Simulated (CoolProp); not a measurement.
The numbers come from the reference Helmholtz-energy equation of state, Thol 2015 in CoolProp.

Task: For octamethylcyclotetrasiloxane (D4), give the phase and the density (kg/m³), cp (kJ/(kg K)), expansivity (1/kK), fugacity coefficient at 563.5 K and 4810 kPa; 563.5 K and 11500 kPa.

Result: 
- 563.5 K and 4810 kPa: liquid; density 634, cp 2.22, expansivity 2.45, fugacity coefficient 0.212
- 563.5 K and 11500 kPa: liquid; density 691, cp 2.17, expansivity 1.53, fugacity coefficient 0.168
